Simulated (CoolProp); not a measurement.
A simple Rankine cycle with water: condensing at 327.15 K, boiler at 0.903 MPa, turbine inlet 450.7 K, turbine efficiency 0.8, pump efficiency 0.7, no recuperator. Each further row changes one setting.

The numbers come from the reference Helmholtz-energy equation of state, Wagner 2002 in CoolProp.

```json
[
 {"case": "as stated", "thermal efficiency (%)": "19.7", "net work (kJ/kg)": "…", "heat in (kJ/kg)": "2550", "turbine exit temperature (K)": "327.1", "volume ratio over the turbine": "40.1"},
 {"case": "turbine inlet 470.7 K", "thermal efficiency (%)": "19.8", "net work (kJ/kg)": "514", "heat in (kJ/kg)": "2600", "turbine exit temperature (K)": "327.1", "volume ratio over the turbine": "38.6"},
 {"case": "condensing temperature 319.15 K", "thermal efficiency (%)": "20.9", "net work (kJ/kg)": "…", "heat in (kJ/kg)": "2580", "turbine exit temperature (K)": "319.1", "volume ratio over the turbine": "…"},
 {"case": "boiler pressure 0.632 MPa", "thermal efficiency (%)": "18.1", "net work (kJ/kg)": "…", "heat in (kJ/kg)": "2570", "turbine exit temperature (K)": "327.1", "volume ratio over the turbine": "28.2"},
 {"case": "turbine efficiency 0.7", "thermal efficiency (%)": "17.2", "net work (kJ/kg)": "440", "heat in (kJ/kg)": "2550", "turbine exit temperature (K)": "327.1", "volume ratio over the turbine": "…"}
]
```

Problem. Fill in the missing entries.

Solution. 
- as stated, net work (kJ/kg): 503
- condensing temperature 319.15 K, net work (kJ/kg): 541
- condensing temperature 319.15 K, volume ratio over the turbine: 57.6
- boiler pressure 0.632 MPa, net work (kJ/kg): 466
- turbine efficiency 0.7, volume ratio over the turbine: 41.3

The expansion ends wet for: as stated; turbine inlet 470.7 K; condensing temperature 319.15 K; boiler pressure 0.632 MPa; turbine efficiency 0.7.
